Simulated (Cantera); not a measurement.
What does this Cantera script print?

```python
import numpy as np
import cantera as ct

gas_names = """
    B BH BH2 BH3 BN BO BO2 B2 B2O B2O2 B2O3 B3O3H3 H HBO HBO2 HNO HNO2 HNO3 HO2 H2 H2O H2O2 H3B3O6 N NH
    NH2 NH3 NH2OH NO NO2 NO3 N2 N2H2 N2H4 N2O O OH O2 O3
""".split()
cond_names = """
    B(b) B(L) BN(s) B2O3(L) B3O3H3(cr) H2O(s) H2O(L)
""".split()


# ... load() reads the species with a 1 bar reference pressure and builds the phases ...
atoms = {
    'B': {'B': 1},
    'H2O': {'H': 2, 'O': 1},
    'N2': {'N': 2},
    'O2': {'O': 2},
}
top_T = {'BN(s)': 3200}  # K; cautious upper limits of use, not melting points


# ... equilibrate(T, P, feed) seeds the gas with the atoms and calls Mixture.equilibrate('TP', solver="vcs", rtol=1e-11, max_steps=5000) ...
results = []
T = 1600  # K
P = 23000  # Pa
for m in [0.69, 1.2, 2.3, 4.1, 7.5, 14, 25, 45]:
    feed = {'B': 1, 'H2O': 0.89, 'N2': m, 'O2': 0.1}  # mol
    mix = equilibrate(T, P, feed)
    results.append((T, P, feed, dict(zip(mix.species_names, mix.species_moles))))
    x = sorted(zip(gas.X, gas.species_names), reverse=True)
    print(f"T = {T:g} K  P = {P:g} Pa  n(N2) = {m:g} mol  gas = {mix.phase_moles(0):.4g} mol")
    print("   x: " + "  ".join(f"{s} {v:.3e}" for v, s in x if v > 1e-05))
    print("   condensed (mol): " + ("  ".join(f"{mix.phase(i).name} {mix.phase_moles(i):.4g}"
          for i in range(1, mix.n_phases) if mix.phase_moles(i) > 1e-12) or "none"))
```

Result:

```
T = 1600 K  P = 23000 Pa  n(N2) = 0.69 mol  gas = 1.447 mol
   x: H2 6.095e-01  N2 3.810e-01  HBO2 5.193e-03  H2O 2.020e-03  HBO 1.530e-03  B2O3 6.376e-04  H 8.850e-05  B2O2 2.222e-05
   condensed (mol): BN(s) 0.277  B2O3(L) 0.3557
T = 1600 K  P = 23000 Pa  n(N2) = 1.2 mol  gas = 1.958 mol
   x: N2 5.418e-01  H2 4.498e-01  HBO2 4.731e-03  H2O 1.676e-03  HBO 1.239e-03  B2O3 6.376e-04  H 7.603e-05  B2O2 1.976e-05
   condensed (mol): BN(s) 0.2778  B2O3(L) 0.354
T = 1600 K  P = 23000 Pa  n(N2) = 2.3 mol  gas = 3.06 mol
   x: N2 7.060e-01  H2 2.872e-01  HBO2 3.951e-03  H2O 1.169e-03  HBO 9.476e-04  B2O3 6.376e-04  H 6.075e-05  B2O2 1.809e-05
   condensed (mol): BN(s) 0.2787  B2O3(L) 0.3511
T = 1600 K  P = 23000 Pa  n(N2) = 4.1 mol  gas = 4.863 mol
   x: N2 8.143e-01  H2 1.803e-01  HBO2 3.205e-03  H2O 7.694e-04  HBO 7.331e-04  B2O3 6.376e-04  H 4.813e-05  B2O2 1.725e-05
   condensed (mol): BN(s) 0.2798  B2O3(L) 0.3473
T = 1600 K  P = 23000 Pa  n(N2) = 7.5 mol  gas = 8.268 mol
   x: N2 8.902e-01  H2 1.056e-01  HBO2 2.491e-03  B2O3 6.376e-04  HBO 5.530e-04  H2O 4.645e-04  H 3.685e-05  B2O2 1.674e-05
   condensed (mol): BN(s) 0.2811  B2O3(L) 0.3414
T = 1600 K  P = 23000 Pa  n(N2) = 14 mol  gas = 14.78 mol
   x: N2 9.380e-01  H2 5.882e-02  HBO2 1.875e-03  B2O3 6.376e-04  HBO 4.090e-04  H2O 2.632e-04  H 2.749e-05  B2O2 1.645e-05
   condensed (mol): BN(s) 0.283  B2O3(L) 0.332
T = 1600 K  P = 23000 Pa  n(N2) = 25 mol  gas = 25.79 mol
   x: N2 9.640e-01  H2 3.349e-02  HBO2 1.421e-03  B2O3 6.376e-04  HBO 3.072e-04  H2O 1.512e-04  H 2.075e-05  B2O2 1.630e-05
   condensed (mol): BN(s) 0.2852  B2O3(L) 0.3182
T = 1600 K  P = 23000 Pa  n(N2) = 45 mol  gas = 45.81 mol
   x: N2 9.793e-01  H2 1.869e-02  HBO2 1.064e-03  B2O3 6.376e-04  HBO 2.289e-04  H2O 8.484e-05  B2O2 1.622e-05  H 1.550e-05
   condensed (mol): BN(s) 0.2881  B2O3(L) 0.2963
```

Method: chemical equilibrium by Gibbs-energy minimisation in Cantera with the NASA 1993 tables (ideal gas, pure condensed phases). Mutual solubility and eutectic melting of coexisting phases are not modelled. Gases not in the tables: H3BO3.
